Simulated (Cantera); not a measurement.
An adiabatic, constant-volume homogeneous reactor starts with CH4 : C2H6 : O2 : N2 = 1 : 0.032 : 3.77 : 14.2 (molar parts), at 1198 K and 10.0 bar. Integrator tolerance rtol = 1e-08.

Detailed kinetics in Cantera: GRI-Mech 3.0 (53 species, 325 reactions).

Problem. What does this change do: constant pressure in place of constant volume?

Solution. 
```csv
quantity,before,after
time of steepest temperature rise,2.00 ms,2.09 ms
temperature at 4.00 s,2554 K,2311 K
equilibrium temperature,2554 K,2311 K
x(CH4) at 4.00 s,<1e-12 (gas-phase equilibrium <1e-12),<1e-12 (gas-phase equilibrium <1e-12)
x(C2H6) at 4.00 s,<1e-12 (gas-phase equilibrium <1e-12),<1e-12 (gas-phase equilibrium <1e-12)
x(O2) at 4.00 s,0.0785 (gas-phase equilibrium 0.0785),0.0816 (gas-phase equilibrium 0.0816)
x(HCO) at 4.00 s,9.88e-10 (gas-phase equilibrium 9.88e-10),7.77e-11 (gas-phase equilibrium 7.77e-11)
x(CH2CO) at 4.00 s,<1e-12 (gas-phase equilibrium <1e-12),<1e-12 (gas-phase equilibrium <1e-12)
x(NO) at 4.00 s,0.0150 (gas-phase equilibrium 0.0150),0.00973 (gas-phase equilibrium 0.00973)
x(HCN) at 4.00 s,1.16e-11 (gas-phase equilibrium 1.16e-11),<1e-12 (gas-phase equilibrium <1e-12)
```

Problem. What does this change do: O2 3.77 to 2.1 parts?

Solution. 
```tsv
quantity	before	after
time of steepest temperature rise	2.00 ms	3.85 ms
temperature at 4.00 s	2554 K	2624 K
equilibrium temperature	2554 K	2624 K
x(CH4) at 4.00 s	<1e-12 (gas-phase equilibrium <1e-12)	<1e-12 (gas-phase equilibrium <1e-12)
x(C2H6) at 4.00 s	<1e-12 (gas-phase equilibrium <1e-12)	<1e-12 (gas-phase equilibrium <1e-12)
x(O2) at 4.00 s	0.0785 (gas-phase equilibrium 0.0785)	0.00405 (gas-phase equilibrium 0.00405)
x(HCO) at 4.00 s	9.88e-10 (gas-phase equilibrium 9.88e-10)	1.73e-8 (gas-phase equilibrium 1.73e-8)
x(CH2CO) at 4.00 s	<1e-12 (gas-phase equilibrium <1e-12)	<1e-12 (gas-phase equilibrium <1e-12)
x(NO) at 4.00 s	0.0150 (gas-phase equilibrium 0.0150)	0.00400 (gas-phase equilibrium 0.00400)
x(HCN) at 4.00 s	1.16e-11 (gas-phase equilibrium 1.16e-11)	1.06e-9 (gas-phase equilibrium 1.06e-9)
```
